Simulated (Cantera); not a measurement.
Input: 1 mol HCl, 0.053 mol H2, 0.21 mol N2, held at 0.133 bar.

Method: chemical equilibrium by Gibbs-energy minimisation in Cantera with the NASA 1993 tables (ideal gas, pure condensed phases). Candidate condensed phases: NH4Cl; 12 gas species. The numbers say what is thermodynamically allowed, not how fast it happens.

x: gas mole fraction; nothing condenses.

```tsv
T (K)	x HCl	x N2	x Cl	x H2	x H
1650	0.791	0.166	0.000750	0.0423	5.12e-5
1750	0.789	0.166	0.00187	0.0428	0.000132
1850	0.786	0.166	0.00421	0.0438	0.000309
1950	0.779	0.166	0.00858	0.0457	0.000671
2050	0.769	0.165	?	0.0489	?
2150	0.752	0.164	0.0274	0.0538	0.00268
2250	0.729	0.162	?	?	?
2350	0.697	0.160	0.0651	0.0686	0.00895
2450	0.657	0.157	0.0919	0.0781	0.0154
2550	0.609	0.154	0.123	0.0880	0.0253
2650	0.554	0.150	0.159	0.0974	0.0401
```

Problem. Some entries are withheld; supply them.

Solution. 
- 2250, x Cl: 0.0437
- 2250, x H2: 0.0604
- 2250, x H: 0.00500
- 2050, x Cl: 0.0160
- 2050, x H: 0.00137
